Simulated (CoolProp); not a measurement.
Decamethyltetrasiloxane (MD2M) at several states: fugacity coefficient from the reference equation and from simpler models built on Tc = 599.4 K, pc = 1.144 MPa, ω = 0.635; each cubic takes its own stable root.

Values from CoolProp's reference Helmholtz-energy equation of state, Thol 2017.

```json
[
 {"T (K)": "489.9", "p (MPa)": "1.13", "phase": "liquid", "reference": "0.1512"},
 {"T (K)": "364.2", "p (MPa)": "0.0275", "phase": "liquid", "reference": "0.1111"},
 {"T (K)": "436.5", "p (MPa)": "6.82", "phase": "liquid", "reference": "0.01407"},
 {"T (K)": "478.9", "p (MPa)": "0.475", "phase": "liquid", "reference": "0.2662"},
 {"T (K)": "302.5", "p (MPa)": "0.681", "phase": "liquid", "reference": "0.0001196"}
]
```

How far does each simpler model (Redlich-Kwong, Soave-Redlich-Kwong) lie from the reference over these 5 states: mean and median of the absolute difference, and the worst?


- Redlich-Kwong: mean 1019.2 %, median 233.1 %, worst +3945.2 % at 302.5 K and 0.681 MPa
- Soave-Redlich-Kwong: mean 6.6 %, median 3.0 %, worst +19.6 % at 302.5 K and 0.681 MPa
